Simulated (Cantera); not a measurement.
A perfectly stirred reactor is fed with 24.4 % H2, 22.2 % O2, 53.3 % N2, equivalence ratio 0.55, at 11000 Pa; it is held at 1075 K, and followed from long to short residence time.

Model: the H2/O2 subset of GRI-Mech 3.0, which has no nitrogen chemistry, integrated in Cantera. The temperature is held fixed by assumption; the heat of reaction is taken as removed at once.

One state of this run: x H2 = 0.00568; x O2 = 0.116; x O = 0.000990; x H2O = 0.270; x OH = 0.000943; x H2O2 = 2.15e-6. x: mole fraction; the columns are a selection and need not sum to one.

Q: Which value of τ (s) does it belong to?
(A) 0.0026
(B) 0.031
(C) 2.0
(D) 0.072

A: B, 0.031
